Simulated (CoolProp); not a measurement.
The fluid at 280.16 K and 0.291 MPa is compressed adiabatically to 2.31 MPa with isentropic efficiency 1. The same conditions are run with several fluids, on thermodynamics alone (safety and materials aside).

Model: reference Helmholtz-energy equation of state of each fluid (R115: Lemmon 2016; oxygen: Schmidt 1985; methane: Setzmann 1991; sulfur hexafluoride: Guder 2009; nitrogen: Span 2000), in CoolProp.

Problem. Rank R115, oxygen, methane, sulfur hexafluoride, nitrogen by work (kJ/kg), highest first.

Solution. methane (381), nitrogen (236), oxygen (205), sulfur hexafluoride (33.1), R115 (28.3)

| fluid | final temperature (K) | final density (kg/m³) |
|---|---|---|
| R115 | 346.8 | 194 |
| oxygen | 498.8 | 17.7 |
| methane | 441.3 | 10.1 |
| sulfur hexafluoride | 343.5 | 144 |
| nitrogen | 505.8 | 15.2 |

Above 300 K oxygen's equation is extrapolated.
